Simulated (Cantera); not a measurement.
An isothermal, constant-pressure homogeneous reactor starts with N2O : N2 = 1 : 0.46 (molar parts), at 1050 K and 0.0950 bar.

Computed with Cantera and GRI-Mech 3.0 (53 species, 325 reactions). GRI-Mech 3.0 was tuned for natural gas; its chemistry of N2O as a main component is partial and can be far from experiment. The mechanism lacks the step 2 NO + O2 → 2 NO2, which can matter for NO2 below about 1400 K. The temperature is held fixed by assumption; the heat of reaction is taken as removed at once.

x: mole fraction; the columns are a selection and need not sum to one.

```tsv
t (s)	x N2O	x O	x O2	x N2	x NO	x NO2
7.00e-5	0.685	4.35e-8	9.60e-9	0.315	(withheld)	<1e-12
0.000188	0.685	8.51e-8	5.58e-8	0.315	(withheld)	<1e-12
0.000504	0.685	1.18e-7	2.54e-7	0.315	(withheld)	<1e-12
0.00135	0.685	1.24e-7	8.64e-7	0.315	(withheld)	<1e-12
0.00363	0.685	1.24e-7	2.52e-6	0.315	(withheld)	<1e-12
0.00973	0.685	1.24e-7	6.95e-6	0.315	(withheld)	3.19e-12
0.0261	0.685	1.24e-7	1.88e-5	0.315	(withheld)	2.33e-11
0.0700	0.685	1.24e-7	5.07e-5	0.315	(withheld)	1.67e-10
0.188	0.685	1.24e-7	0.000136	0.315	(withheld)	1.18e-9
0.504	0.684	1.24e-7	0.000365	0.316	(withheld)	7.98e-9
1.35	0.682	1.24e-7	0.000979	0.317	(withheld)	4.93e-8
3.63	0.678	1.24e-7	0.00261	0.320	(withheld)	2.49e-7
9.73	0.665	1.24e-7	0.00693	0.327	(withheld)	9.30e-7
26.1	0.634	1.23e-7	0.0180	0.346	(withheld)	2.74e-6
70.0	0.558	1.22e-7	0.0447	0.392	(withheld)	7.14e-6
```

Task: Complete the blanks.

Result: 
- 7.00e-5, x NO: 1.07e-9
- 0.000188, x NO: 6.24e-9
- 0.000504, x NO: 2.84e-8
- 0.00135, x NO: 9.67e-8
- 0.00363, x NO: 2.82e-7
- 0.00973, x NO: 7.77e-7
- 0.0261, x NO: 2.11e-6
- 0.0700, x NO: 5.67e-6
- 0.188, x NO: 1.52e-5
- 0.504, x NO: 4.09e-5
- 1.35, x NO: 0.000109
- 3.63, x NO: 0.000292
- 9.73, x NO: 0.000775
- 26.1, x NO: 0.00201
- 70.0, x NO: 0.00498
